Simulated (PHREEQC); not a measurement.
# Metal-bearing waste water: an equilibrium model

Consider water at 25 °C with 0.14 mol/kgw MnSO4, 4.3e-05 mol/kgw ZnCl2, 0.00044 mol/kgw NaF and 0.025 mol/kgw Na2SO4. Closed to the air; pH follows from the charge balance.

Equilibrium calculation in PHREEQC: ion-association model, wateq4f.dat.

No solid was allowed to form.

**Question.** What pH, ionic strength does the model give?

**Answer.** pH 6.40; ionic strength 0.348 mol/kgw.

**Question.** In which forms is Mn present?

**Answer.** Mn+2 50 %, MnSO4 49 % of the Mn.
